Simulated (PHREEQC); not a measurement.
0.097 g of hydrous ferric oxide (600 m²/g; 0.2 weak and 0.005 strong sites per Fe, Dzombak-Morel constants, diffuse double layer) in 1 kg of water with 0.001 mol/kgw of an inert sodium salt, at 25 °C; the pH is set by adding NaOH or the inert anion's acid. O2 is buffered at 0.21 atm. CO2 from the air is kept out. Precipitation was switched off in this run.

Model: ion-association model, wateq4f.dat, run in PHREEQC.

Predict surface charge σ (C/m²), surface potential ψ (mV) at pH = 4.75, 7, 7.75.


| pH | surface charge σ (C/m²) | surface potential ψ (mV) |
|---|---|---|
| 4.75 | 0.063 | 180 |
| 7 | 0.006 | 64 |
| 7.75 | 0.002 | 21 |
